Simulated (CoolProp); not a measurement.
Vapour-liquid equilibrium of dimethyl ether (1) + R227EA (2) at 199 kPa; x and y are mole fractions of (1).

Values from CoolProp's multi-fluid Helmholtz-energy mixture model, Wu 2011 and Lemmon 2016; pair parameters Bell 2016.

Give the bubble temperature and the first vapour's composition at x = 0.25, 0.65, 0.95. Is there an azeotrope?

x = 0.25: 278.4 K, y = 0.211; x = 0.65: 273.3 K, y = 0.795; x = 0.95: 266.1 K, y = 0.983. y crosses x between x = 0.25 and 0.35: the model has an azeotrope there.

Pair parameters are fitted to limited data, so mixtures are less certain than the pure fluids.
